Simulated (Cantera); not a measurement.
Charge: 1 mol Cu, 0.34 mol F2, equilibrated at 1000 °C and 133 Pa.

Equilibrium computed with Cantera from the NASA thermochemical tables; the gas is ideal and each condensed phase is pure. Candidate condensed phases: Cu, CuF2; 6 gas species. Equilibrium is a limit: real reactors are often held back by kinetics, nucleation or transport.

Base state: CuF 0.842, CuF2 0.158, Cu 6.21e-5 (mole fractions); condensed: Cu(s).

**Question.** What changes in the equilibrium state with this change: F2 from 0.34 to 1.1 mol?

**Answer.** 
| species | before | after |
|---|---|---|
| CuF2 | 0.158 | 0.833 |
| F | 6.30e-6 | 0.167 |
| CuF | 0.842 | 0.000167 |
| Cu | 6.21e-5 | <1e-9 |
| F2 | <1e-9 | 5.39e-5 |
| Cu(s), mol | 0.413 | 0 |
